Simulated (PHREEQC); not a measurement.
Make-up at 25 °C: 0.012 mol FeCl3, 0.001 mol CaCl2, 0.00017 mol NaF and 0.04 mol Na2SO4 per kg of water. It is in equilibrium with CO2 at log p = 0 (atm). Otherwise closed; pH follows from the charge balance.

All values are PHREEQC results (ion-association model, phreeqc.dat), not measurements.

No solid was allowed to form.

Estimate the pH, density.

pH 2.99; density 1.004 g/cm³.

In which forms is S present?

SO4-2 62 %, FeSO4+ 19 %, NaSO4- 8.2 %, Fe(SO4)2- 7.2 %, HSO4- 2.7 %, CaSO4 0.9 % of the S.

The solution is supersaturated, for example in Hematite (slow to form), Goethite (slow to form), so a real one may precipitate; this is no full list. Fluoro complexes past AlF4- and FeF3 are missing from the database.
